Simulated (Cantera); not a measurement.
Input (Python, Cantera) and output of one run.

```python
import numpy as np
import cantera as ct

gas_names = """
    C CO CO2 C2 C2O C3 C3O2 C4 C5 O O2 O3 Si SiC SiC2 SiO SiO2 Si2 Si2C Si3
""".split()
cond_names = """
    C(gr) Si(cr) Si(L) SiC(b) SiO2(Lqz) SiO2(hqz) SiO2(L)
""".split()


# ... load() reads the species with a 1 bar reference pressure and builds the phases ...
atoms = {
    'SiO2': {'Si': 1, 'O': 2},
    'CO': {'C': 1, 'O': 1},
}
top_T = {'C(gr)': 4500, 'SiC(b)': 3050}  # K; cautious upper limits of use, not melting points


# ... equilibrate(T, P, feed) seeds the gas with the atoms and calls Mixture.equilibrate('TP', solver="vcs", rtol=1e-11, max_steps=5000) ...
results = []
feed = {'SiO2': 1, 'CO': 18}  # mol
P = 10000  # Pa
for T in [1148, 1173, 1198, 1223, 1248, 1273, 1298, 1323, 1348, 1373, 1398, 1423, 1448, 1473]:
    mix = equilibrate(T, P, feed)
    results.append((T, P, feed, dict(zip(mix.species_names, mix.species_moles))))

top = {s: max(r[3][s] / sum(r[3][g] for g in gas_names) for r in results) for s in gas_names}
cols = sorted((s for s in top if top[s] > 0.0001), key=lambda s: -top[s])[:5]
seen = [c for c in cond_names if any(r[3].get(c, 0) > 1e-12 for r in results)]
print("log10 of partial pressures in bar; condensed amounts in mol")
print(f"{'T/K':>10s}" + "".join(f"{s[:9]:>10s}" for s in cols + seen))
for T, P, feed, n in results:
    ng = sum(n[g] for g in gas_names)
    print(f"{T:10.4g}" + "".join(f"{np.log10(max(n[s] / ng * P / 1e5, 1e-99)):10.3f}" for s in cols)
          + "".join(f"{n.get(c, 0):10.4g}" for c in seen))
```

It prints:

```
log10 of partial pressures in bar; condensed amounts in mol
       T/K        CO       CO2     C(gr) SiO2(hqz)
      1148    -1.002    -3.394   0.07235         1
      1173    -1.001    -3.557   0.04979         1
      1198    -1.001    -3.713   0.03479         1
      1223    -1.001    -3.863   0.02466         1
      1248    -1.000    -4.006   0.01772         1
      1273    -1.000    -4.144   0.01291         1
      1298    -1.000    -4.276  0.009519         1
      1323    -1.000    -4.404  0.007102         1
      1348    -1.000    -4.526  0.005357         1
      1373    -1.000    -4.644  0.004077         1
      1398    -1.000    -4.757  0.003116         1
      1423    -1.000    -4.866  0.002355    0.9999
      1448    -1.000    -4.971  0.001668    0.9997
      1473    -1.000    -5.073 0.0008581    0.9993
```

These are equilibrium values from Cantera (NASA tables, ideal gas, pure condensed phases), not measurements of a reactor. The tables hold silica as quartz up to 1696 K and as liquid above; real silica turns to tridymite and cristobalite and melts near 1996 K.
